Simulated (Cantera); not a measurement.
## Catalytic stagnation flow on Pt

A jet of 4.86 % CH4, 15.2 % O2, 80.0 % N2, equivalence ratio 0.64 at 300 K and 0.109 atm hits a platinum plate 3.7 cm away at a mass flux of 0.032 kg/m²/s; the plate temperature is set and raised in steps from an oxygen-covered start.

Computed with Cantera and Deutschmann's 1995 Pt surface mechanism with GRI-Mech 3.0 gas chemistry. Catalytic surfaces can have several steady states; this one follows from the mechanism file's or the stated starting coverage.

```json
[
 {"plate T (K)": "850", "wall x CH4": "0.0385", "wall x O2": "0.130", "wall x H2O": "0.0190", "wall x OH": "<1e-8", "wall x CO": "9.93e-6", "wall x CO2": "0.0124", "θ free Pt": "0.128", "θ O*": "0.871", "θ OH*": "0.00127"},
 {"plate T (K)": "900", "wall x CH4": "0.0295", "wall x O2": "0.111", "wall x H2O": "0.0357", "wall x OH": "3.60e-8", "wall x CO": "1.10e-5", "wall x CO2": "0.0235", "θ free Pt": "0.192", "θ O*": "0.806", "θ OH*": "0.00164"},
 {"plate T (K)": "950", "wall x CH4": "0.0211", "wall x O2": "0.0930", "wall x H2O": "0.0513", "wall x OH": "1.11e-7", "wall x CO": "1.10e-5", "wall x CO2": "0.0339", "θ free Pt": "0.265", "θ O*": "0.733", "θ OH*": "0.00180"},
 {"plate T (K)": "1000", "wall x CH4": "0.0150", "wall x O2": "0.0801", "wall x H2O": "0.0625", "wall x OH": "3.02e-7", "wall x CO": "1.07e-5", "wall x CO2": "0.0414", "θ free Pt": "0.340", "θ O*": "0.658", "θ OH*": "0.00177"},
 {"plate T (K)": "1050", "wall x CH4": "0.0110", "wall x O2": "0.0717", "wall x H2O": "0.0697", "wall x OH": "7.24e-7", "wall x CO": "1.06e-5", "wall x CO2": "0.0463", "θ free Pt": "0.414", "θ O*": "0.584", "θ OH*": "0.00165"}
]
```
x: mole fraction at the wall; θ: surface coverage.
